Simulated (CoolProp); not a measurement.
A closed Brayton cycle with carbon dioxide: compressor inlet 322.15 K and 7.6 MPa, high pressure 23.7 MPa, turbine inlet 895 K, compressor efficiency 0.8, turbine efficiency 0.93, recuperator effectiveness 0.9 (on enthalpy, no pinch check). Each further row changes one setting.

Values from CoolProp's reference Helmholtz-energy equation of state, Span 1996.

| case | thermal efficiency (%) | net work (kJ/kg) | compressor to turbine work | compressor exit (K) | turbine exit (K) |
|---|---|---|---|---|---|
| as stated | ? | 101 | 0.39 | 422.4 | 748.8 |
| turbine inlet 845 K | ? | 90.9 | 0.42 | 422.4 | 704.1 |
| compressor inlet 332.15 K | ? | 93.9 | ? | 438.9 | 748.8 |
| high pressure 20.1 MPa | 35.3 | ? | 0.37 | ? | ? |
| recuperator effectiveness 0.5 | ? | 101 | 0.39 | 422.4 | 748.8 |

Fill in the missing entries.


- as stated, thermal efficiency (%): 36.2
- turbine inlet 845 K, thermal efficiency (%): 34.4
- compressor inlet 332.15 K, thermal efficiency (%): 34.8
- compressor inlet 332.15 K, compressor to turbine work: 0.44
- high pressure 20.1 MPa, net work (kJ/kg): 90.3
- high pressure 20.1 MPa, compressor exit (K): 407.2
- high pressure 20.1 MPa, turbine exit (K): 769.3
- recuperator effectiveness 0.5, thermal efficiency (%): 23.6
